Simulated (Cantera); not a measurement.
A closed system holds: 1 mol SiH4, 5.3 mol NH3, at 1373 K and 10.0 mbar.

These are equilibrium values from Cantera (NASA tables, ideal gas, pure condensed phases), not measurements of a reactor. Candidate condensed phases: Si, Si3N4; 18 gas species. The numbers say what is thermodynamically allowed, not how fast it happens.

Base state: H2 0.834, N2 0.166, H 3.04e-5 (mole fractions); condensed: Si3N4(s).

**Question.** What changes in the equilibrium state with this change: NH3 from 5.3 to 1.2 mol?

**Answer.** 
```
species         before     after
-------------  -------  --------
H2               0.834     1.000
N2               0.166  0.000307
H              3.04e-5   3.33e-5
Si3N4(s), mol    0.333     0.299
Si(s), mol           0     0.102
```
Mutual solubility and eutectic melting of coexisting phases are not modelled.
